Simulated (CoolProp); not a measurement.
Vapour pressure (kPa) of ethanol: the reference equation beside estimates from Tc = 241.6 °C, pc = 6268 kPa, ω = 0.644. Clausius-Clapeyron is anchored at -15.25 °C with a constant enthalpy of vaporisation of 44.22 kJ/mol.

The numbers come from the reference Helmholtz-energy equation of state, Schroeder 2014 in CoolProp.

| T (°C) | reference | Lee-Kesler | Clausius-Clapeyron | van der Waals | Redlich-Kwong | Peng-Robinson |
|---|---|---|---|---|---|---|
| -15.25 | 0.5099 | 0.3889 | 0.5099 | 176.7 | 14.58 | 0.4688 |
| 4.95 | 2.253 | 1.928 | [?] | 289.2 | 38.98 | 2.215 |
| 25.15 | 7.954 | 7.344 | 8.327 | 444.4 | 88.32 | 8.118 |
| 45.25 | 23.32 | 22.57 | [?] | 648.0 | 175.6 | 24.21 |
| 65.45 | 59.36 | 58.99 | 69.53 | 908.2 | 317.1 | 61.83 |
| 85.65 | 133.9 | 134.5 | 168.4 | 1230 | 529.1 | 138.6 |
| 105.75 | 272.1 | [?] | 369.6 | 1617 | 826.6 | 278.8 |
| 125.95 | 510.1 | 509.5 | 752.2 | 2076 | [?] | 516.6 |
| 146.15 | 890.1 | 881.5 | 1429 | 2612 | 1751 | 892.2 |

**Question.** Complete the blanks.

**Answer.** 
- 4.95, Clausius-Clapeyron: 2.281
- 45.25, Clausius-Clapeyron: 25.67
- 105.75, Lee-Kesler: 273.4
- 125.95, Redlich-Kwong: 1229

Absolute difference from the reference over all 9 rows, mean and median: Lee-Kesler 5.7 and 1.0 %, Clausius-Clapeyron 22.5 and 17.1 %, van der Waals 6522.1 and 1430.0 %, Redlich-Kwong 802.6 and 434.2 %, Peng-Robinson 3.0 and 2.5 %.
